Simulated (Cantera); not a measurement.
A closed system holds: 1 mol Si₂H₆, 0.65 mol H₂O, a varied amount of H₂, held at 1698.15 K and 458 Torr.

Equilibrium computed with Cantera from the NASA thermochemical tables; the gas is ideal and each condensed phase is pure. Candidate condensed phases: H₂O, Si, SiO₂; 18 gas species. The feed counts by its element totals alone. Each liquid is taken as pure. Mutual solubility and eutectic melting of coexisting phases are not modelled. The tables hold silica as quartz up to 1696 K and as liquid above; real silica turns to tridymite and cristobalite and melts near 1996 K. Gases not in the tables: Si₂H₆ and higher silanes. Rates play no part.

### Question
What share of the Si ends up in condensed phases as a function of n(H₂) (mol), at 3.1, 5.5, 9.7, 17, 30, 53, 94?

### Answer
```json
[
 {"n(H₂) (mol)": "3.1", "Si condensed (%)": "93.1", "as": "Si(l) + SiO₂(condensed)"},
 {"n(H₂) (mol)": "5.5", "Si condensed (%)": "90.6", "as": "Si(l) + SiO₂(condensed)"},
 {"n(H₂) (mol)": "9.7", "Si condensed (%)": "86.3", "as": "Si(l) + SiO₂(condensed)"},
 {"n(H₂) (mol)": "17", "Si condensed (%)": "78.8", "as": "Si(l) + SiO₂(condensed)"},
 {"n(H₂) (mol)": "30", "Si condensed (%)": "67.5", "as": "Si(l)"},
 {"n(H₂) (mol)": "53", "Si condensed (%)": "67.5", "as": "Si(l)"},
 {"n(H₂) (mol)": "94", "Si condensed (%)": "67.5", "as": "Si(l)"}
]
```
